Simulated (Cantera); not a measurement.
Input: 1 mol Cu₂O, 1.5 mol C, 3.4 mol H₂, held at 1473.15 K and 750 Torr.

Equilibrium computed with Cantera from the NASA thermochemical tables; the gas is ideal and each condensed phase is pure. Candidate condensed phases: C, C₆H₆, C₇H₈, C₈H₁₈, Cu, CuO, Cu(OH)₂, Cu₂O, H₂O; 113 gas species. Kinetics and transport are ignored.

Base state: H₂ 0.771, CO 0.227, CH₄ 0.00174, H₂O 0.000366, CO₂ 4.37e-5, H 1.11e-5 (mole fractions); condensed: C(graphite) + Cu(l).

**Question.** What changes in the equilibrium state with this change: temperature from 1473.15 K to 1648 K?

**Answer.** 
```csv
species,before,after
H₂,0.771,0.772
CO,0.227,0.227
CH₄,0.00174,0.000797
H₂O,0.000366,0.000114
Cu,5.19e-6,7.90e-5
H,1.11e-5,7.82e-5
C₂H₂ (acetylene),5.02e-6,3.45e-5
"C(graphite), mol",0.494,0.497
"Cu(l), mol",2.00,2.00
```
